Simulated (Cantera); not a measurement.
Source: NASA polynomial tables (part measured, part estimated), evaluated in Cantera. Values are per mole of reaction as written; species without (g) are pure solids or liquids, kept so even where they would boil at 1 bar.

2 SiH₄(g) + O₂(g) ⇌ 2 SiH₃(g) + 2 OH(g), with ΔH° = 428.8 kJ and ΔS° = 186.2 J/K at 300 K.

Q: How far is the shortcut ΔG° ≈ ΔH°(300 K) − T·ΔS°(300 K) from the full temperature-dependent value at 575, 675, 775, 875, 975 K?

A: 
| T (K) | shortcut (kJ) | full (kJ) | difference (kJ) | difference in log10 K |
|---|---|---|---|---|
| 575 | 321.8 | 320.1 | 1.6 | -0.15 |
| 675 | 303.2 | 300.6 | 2.6 | -0.20 |
| 775 | 284.6 | 281.0 | 3.6 | -0.24 |
| 875 | 265.9 | 261.4 | 4.5 | -0.27 |
| 975 | 247.3 | 241.9 | 5.4 | -0.29 |
The shortcut ignores the heat-capacity change of the reaction.
